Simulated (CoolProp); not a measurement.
The fluid at 298.15 K and 0.427 MPa (gas) is heated at constant pressure to 455.3 K. The same conditions are run with several fluids, on thermodynamics alone (safety and materials aside).

Computed with CoolProp (reference Helmholtz-energy equation of state of each fluid (carbonyl sulfide: Lemmon 2006; carbon monoxide: Lemmon 2006; ammonia: Gao 2020; hydrogen sulfide: Lemmon 2006; R407C: Lemmon 2003)). Blends and air are pseudo-pure fits.

```
fluid             heat (kJ/kg)  final density (kg/m³)
----------------  ------------  ---------------------
carbonyl sulfide           121                   6.86
carbon monoxide            165             (withheld)
ammonia                    370                   1.94
hydrogen sulfide           167                   3.88
R407C               (withheld)             (withheld)
```

Some entries are withheld; supply them.


- carbon monoxide, final density (kg/m³): 3.15
- R407C, heat (kJ/kg): 154
- R407C, final density (kg/m³): 9.86
